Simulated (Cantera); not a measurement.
Mixture: 27.6 % H2, 13.8 % O2, 51.9 % N2, 6.63 % H2O, at 5.00 bar, adiabatic and at constant pressure. Ignition delay is the time to a rise of 400 K.

Model: GRI-Mech 3.0 (53 species, 325 reactions), integrated in Cantera. The hydrogen kinetics of GRI-Mech 3.0 are dated; newer H2 mechanisms differ, most at raised pressure.

At T0 = 1425 K, what is the delay, and which 6 reactions control it most (d ln τ / d ln k, from doubling and halving each rate constant)?

The delay is 4.32 µs.
```
reaction                    d ln τ / d ln k   faster rate
--------------------------  ---------------  ------------
H + O2 <=> O + OH                     -0.87   shortens it
H2 + O <=> H + OH                     -0.16   shortens it
H + O2 + H2O <=> HO2 + H2O             0.10  lengthens it
H2 + OH <=> H + H2O                   -0.10   shortens it
H + O2 + N2 <=> HO2 + N2               0.06  lengthens it
H + O2 + M <=> HO2 + M                 0.05  lengthens it
```
